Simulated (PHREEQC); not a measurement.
Dissolve 0.0055 mol/kgw ZnSO4, 0.034 mol/kgw NaOH and 0.078 mol/kgw H2SO4 at 20 °C. Closed to the air; pH follows from the charge balance.

Computed with PHREEQC (ion-association model, phreeqc.dat).

Each row changes one thing in this solution. This is a speciation only: nothing precipitates in the calculation.

| case | pH | ionic strength (mol/kgw) | HSO4- (mol/kgw) | Na+ (mol/kgw) | SO4-2 (mol/kgw) | Zn+2 (mol/kgw) |
|---|---|---|---|---|---|---|
| as made | 1.26 | 0.136 | 0.0540 | 0.0326 | 0.0253 | 0.00309 |
| ZnSO4 from 0.0055 to 0.0011 mol/kgw | 1.25 | 0.128 | 0.0532 | 0.0327 | 0.0241 | 0.000621 |
| ZnSO4 from 0.0055 to 0.00605 mol/kgw | 1.26 | 0.137 | 0.0541 | 0.0326 | 0.0254 | 0.00340 |
| temperature from 20 to 70 °C | 1.37 | 0.110 | 0.0687 | 0.0331 | 0.0121 | 0.00380 |
| diluted 5-fold with water | 1.82 | 0.0350 | 0.00714 | 0.00665 | 0.00898 | 0.000701 |

Species that the database lacks are ignored. At this temperature some constants are extrapolated from 25 °C, and those without enthalpy data are left unchanged.
